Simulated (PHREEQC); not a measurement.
A solution holds 0.0061 mol/kgw K2CO3 and 1.5e-06 mol/kgw H4SiO4, at 20 °C. Closed to the air; pH follows from the charge balance.

Computed with PHREEQC (ion-association model, phreeqc.dat).

Each row changes one thing in this solution. Precipitation was switched off in this run.

| case | pH | ionic strength (mol/kgw) | H3SiO4- (mol/kgw) | H4SiO4 (mol/kgw) | SI of Quartz (SiO2) |
|---|---|---|---|---|---|
| as made | 11.02 | 0.0175 | 1.39e-6 | 9.43e-8 | -2.97 |
| diluted 2-fold with water | ? | 0.00857 | 6.81e-7 | 6.54e-8 | -3.13 |
| K2CO3 left out | 7.08 | 8.39e-8 | 2.20e-9 | 1.50e-6 | -1.77 |
| H4SiO4 from 1.5e-06 to 1.65e-06 mol/kgw | 11.02 | 0.0175 | 1.53e-6 | 1.04e-7 | -2.93 |
| K2CO3 from 0.0061 to 0.00915 mol/kgw | ? | 0.0265 | ? | 7.81e-8 | -3.05 |

Question: What belongs in the gaps?

Answer: 
- diluted 2-fold with water, pH: 10.88
- K2CO3 from 0.0061 to 0.00915 mol/kgw, pH: 11.10
- K2CO3 from 0.0061 to 0.00915 mol/kgw, H3SiO4- (mol/kgw): 1.41e-6

Complexes and solids missing from the database can't appear.
